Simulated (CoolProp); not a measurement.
A Linde-Hampson liquefier for carbon monoxide: isothermal reversible compression at 200 K from 1 atm to 20 MPa, throttling to 1 atm, return gas leaving the recuperator 2 K below the feed. Each further row changes one setting.

Model: reference Helmholtz-energy equation of state, Lemmon 2006, in CoolProp. It is a short technical equation, of lower accuracy than the large ones.

| case | liquid yield per pass | compression work (kJ/kg of gas) |
|---|---|---|
| as stated | [?] | 293 |
| high pressure 40 MPa | [?] | [?] |
| warm-end temperature 230 K | [?] | 348 |
| warm-end gap 7 K | 0.242 | 293 |

**Question.** Complete the blanks.

**Answer.** 
- as stated, liquid yield per pass: 0.253
- high pressure 40 MPa, liquid yield per pass: 0.275
- high pressure 40 MPa, compression work (kJ/kg of gas): 335
- warm-end temperature 230 K, liquid yield per pass: 0.175
